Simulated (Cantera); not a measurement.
Charge: 1 mol TiO2, 0.49 mol CH4, 1 mol CO, equilibrated at 33.0 Pa.

Cantera equilibrium calculation (NASA polynomials, part measured and part estimated; ideal gas, pure solids and liquids). Candidate condensed phases: C, C6H6, C7H8, C8H18, H2O, Ti, TiC, TiO, TiO2, Ti2O3, Ti3O5, Ti4O7; 113 gas species. Mutual solubility and eutectic melting of coexisting phases are not modelled. Equilibrium is a limit: real reactors are often held back by kinetics, nucleation or transport.

**Question.** At 1948 K, list the 6 most abundant gas species with their mole fractions, and the condensed phases.

**Answer.** CO 0.591, H2 0.369, H 0.0378, H2O 0.00105, CO2 0.000384, TiO 0.000248. Condensed: Ti2O3(s) + Ti3O5(s).
